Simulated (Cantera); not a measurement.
Equilibrium for silicon etching in halogen gases: Si + HF + N2

Input: 1 mol Si, 1.6 mol HF, 4.8 mol N2, at 0.133 bar.

These are equilibrium values from Cantera (NASA tables, ideal gas, pure condensed phases), not measurements of a reactor. Candidate condensed phases: Si, Si3N4; 37 gas species. N2 is the only nitrogen source here; it is nearly inert below about 1500 K, so the nitride shown seldom forms there in practice. The tables' values for SiF3, SiF2 are old estimates; treat these amounts as uncertain. The numbers say what is thermodynamically allowed, not how fast it happens.

```tsv
T (K)	log p N2	log p H2	log p SiF4	log p SiF3	log p HF	log p SiHF3	log p SiF2	log p H	n Si3N4(s)
900	-0.98	-1.72	-2.02	-7.43	-4.79	-5.41	-12.33	-10.79	0.200
975	-0.98	-1.72	-2.02	-6.60	-4.49	-5.10	-10.81	-9.80	0.200
1050	-0.98	-1.72	-2.02	-5.89	-4.24	-4.84	-9.51	-8.95	0.200
1125	-0.98	-1.72	-2.02	-5.27	-4.01	-4.61	-8.39	-8.21	0.200
1200	-0.98	-1.72	-2.02	-4.74	-3.82	-4.41	-7.41	-7.57	0.200
1275	-0.98	-1.72	-2.03	-4.27	-3.65	-4.24	-6.55	-6.99	0.200
1350	-0.98	-1.73	-2.03	-3.85	-3.50	-4.09	-5.79	-6.49	0.200
1425	-0.98	-1.73	-2.04	-3.48	-3.37	-3.96	-5.11	-6.03	0.200
1500	-0.98	-1.73	-2.06	-3.16	-3.25	-3.84	-4.51	-5.62	0.199
1575	-0.98	-1.73	-2.09	-2.88	-3.15	-3.76	-3.97	-5.25	0.196
```
log p: log10 of the partial pressure in bar; n: condensed amount in mol.

From 900 K to 1575 K the condensed part is Si3N4(s). The main Si-bearing gas is SiF4 throughout.
